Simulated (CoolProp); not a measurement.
Properties of R1234ze(E) along the isotherm 146.85 °C.

The numbers come from the reference Helmholtz-energy equation of state, Thol 2016 in CoolProp.

```tsv
p (MPa)	phase	Z	cp (kJ/(kg K))
0.545	gas	0.9611	1.079
1.09	gas	0.9210	1.108
1.64	gas	0.8789	1.145
2.18	gas	0.8356	1.191
2.73	gas	0.7890	1.253
3.27	gas	0.7404	1.335
3.82	supercritical	0.6873	1.452
4.36	supercritical	0.6312	1.620
4.91	supercritical	0.5706	1.868
5.45	supercritical	0.5107	2.182
```
